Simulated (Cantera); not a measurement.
Charge: 1 mol C₃H₈, 0.021 mol O₂, 0.49 mol H₂, equilibrated at 1.00 bar.

These are equilibrium values from Cantera (NASA tables, ideal gas, pure condensed phases), not measurements of a reactor. Candidate condensed phases: C, C₆H₆, C₇H₈, C₈H₁₈, H₂O; 110 gas species. Kinetics and transport are ignored.

Problem. At 702 °C, list the 5 most abundant gas species with their mole fractions, and the condensed phases.

Solution. H₂ 0.890, CH₄ 0.0996, CO 0.00661, H₂O 0.00353, CO₂ 4.19e-5. Condensed: C(graphite).
